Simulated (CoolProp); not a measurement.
A simple Rankine cycle with R1233zd(E): condensing at 298.15 K, boiler at 0.578 MPa, turbine inlet 362.9 K, turbine efficiency 0.6, pump efficiency 0.7, no recuperator. Each further row changes one setting.

The numbers come from the reference Helmholtz-energy equation of state, Akasaka 2022 in CoolProp.

| case | thermal efficiency (%) | net work (kJ/kg) | heat in (kJ/kg) | turbine exit temperature (K) | volume ratio over the turbine |
|---|---|---|---|---|---|
| as stated | 7.3 | … | 238 | 333.7 | 4.48 |
| turbine inlet 382.9 K | 7.3 | 18.8 | 257 | 354.2 | … |
| condensing temperature 290.15 K | … | 20.9 | … | 328.9 | 5.98 |
| boiler pressure 0.405 MPa | 5.8 | … | … | 341.7 | 3.09 |
| turbine efficiency 0.5 | 6.1 | 14.5 | 238 | 337.1 | 4.54 |

Question: Complete the blanks.

Answer: 
- as stated, net work (kJ/kg): 17.5
- turbine inlet 382.9 K, volume ratio over the turbine: 4.43
- condensing temperature 290.15 K, thermal efficiency (%): 8.4
- condensing temperature 290.15 K, heat in (kJ/kg): 247
- boiler pressure 0.405 MPa, net work (kJ/kg): 13.9
- boiler pressure 0.405 MPa, heat in (kJ/kg): 241
